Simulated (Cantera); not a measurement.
Feed: 1 mol C, 0.044 mol O2, equilibrated at 727 °C and 0.0340 bar.

Method: chemical equilibrium by Gibbs-energy minimisation in Cantera with the NASA 1993 tables (ideal gas, pure condensed phases). Candidate condensed phases: C; 12 gas species. Equilibrium is a limit: real reactors are often held back by kinetics, nucleation or transport.

Base state: CO 0.981, CO2 0.0186 (mole fractions); condensed: C(graphite).

Problem. What changes in the equilibrium state with this change: pressure from 0.0340 bar to 0.260 bar?

Solution. 
```
species           before  after
----------------  ------  -----
CO                 0.981  0.885
CO2               0.0186  0.115
C(graphite), mol   0.914  0.921
```
